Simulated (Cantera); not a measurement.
## Diamond growth

A diamond (100) surface in a fixed gas of H2 with x(CH4) = 0.015, x(H) = 0.029, x(CH3) = 0.00045, at 1398 K; coverages are run to steady state.

Model: the Harris–Goodwin 1993 mechanism for the reconstructed diamond (100) surface, integrated in Cantera.

```json
[
 {"P (Pa)": "370", "growth (µm/h)": "0.275", "θ c6HH": "0.327", "θ c6H*": "0.0597", "θ c6*H": "0.547", "θ c6**": "0.0657", "θ c6HM": "1.20e-5"},
 {"P (Pa)": "700", "growth (µm/h)": "0.655", "θ c6HH": "0.327", "θ c6H*": "0.0597", "θ c6*H": "0.547", "θ c6**": "0.0656", "θ c6HM": "2.42e-5"},
 {"P (Pa)": "1300", "growth (µm/h)": "1.45", "θ c6HH": "0.327", "θ c6H*": "0.0597", "θ c6*H": "0.547", "θ c6**": "0.0656", "θ c6HM": "4.65e-5"},
 {"P (Pa)": "2600", "growth (µm/h)": "3.46", "θ c6HH": "0.327", "θ c6H*": "0.0598", "θ c6*H": "0.547", "θ c6**": "0.0656", "θ c6HM": "9.39e-5"},
 {"P (Pa)": "4900", "growth (µm/h)": "7.88", "θ c6HH": "0.327", "θ c6H*": "0.0599", "θ c6*H": "0.547", "θ c6**": "0.0656", "θ c6HM": "0.000173"},
 {"P (Pa)": "9300", "growth (µm/h)": "19.0", "θ c6HH": "0.327", "θ c6H*": "0.0601", "θ c6*H": "0.546", "θ c6**": "0.0657", "θ c6HM": "0.000310"},
 {"P (Pa)": "18000", "growth (µm/h)": "48.9", "θ c6HH": "0.327", "θ c6H*": "0.0606", "θ c6*H": "0.545", "θ c6**": "0.0659", "θ c6HM": "0.000535"},
 {"P (Pa)": "34000", "growth (µm/h)": "123", "θ c6HH": "0.327", "θ c6H*": "0.0614", "θ c6*H": "0.544", "θ c6**": "0.0661", "θ c6HM": "0.000839"}
]
```
θ: site fractions in the mechanism's names (c6HH fully hydrogenated, c6H* and c6*H radical sites, c6** diradical, c6HM methylated).
